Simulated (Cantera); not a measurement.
Input: 1 mol CH3SiH3, 0.16 mol C2H2, 31 mol H2, equilibrated at 9.75 Torr.

Equilibrium computed with Cantera from the NASA thermochemical tables; the gas is ideal and each condensed phase is pure. Candidate condensed phases: C, C6H6, C7H8, C8H18, Si, SiC; 87 gas species. The feed counts by its element totals alone. Gases not in the tables: Si2H6 and higher silanes. Kinetics and transport are ignored.

Problem. At 1975 °C, list the 6 most abundant gas species with their mole fractions, and the condensed phases.

Solution. H2 0.928, H 0.0621, Si 0.00554, C2H2 (acetylene) 0.00307, SiC2 0.000636, Si2C 0.000381. Condensed: C(graphite) + SiC(s).
